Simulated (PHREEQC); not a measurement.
Nickel, zinc or cadmium bath

A solution holds 7.5 mmol/kgw CdCl2 and 93 mmol/kgw Na2SO4, at 20 °C. Closed to the air; pH follows from the charge balance.

Equilibrium calculation in PHREEQC: ion-association model, wateq4f.dat.

This is a speciation only: nothing precipitates in the calculation.

Question: Predict the pH, ionic strength.

Answer: pH 6.59; ionic strength 0.249 mol/kgw.

Question: In which forms is S present?

Answer: SO4-2 75 %, NaSO4- 17 %, Cd(SO4)2-2 4.6 %, CdSO4 3.0 % of the S.
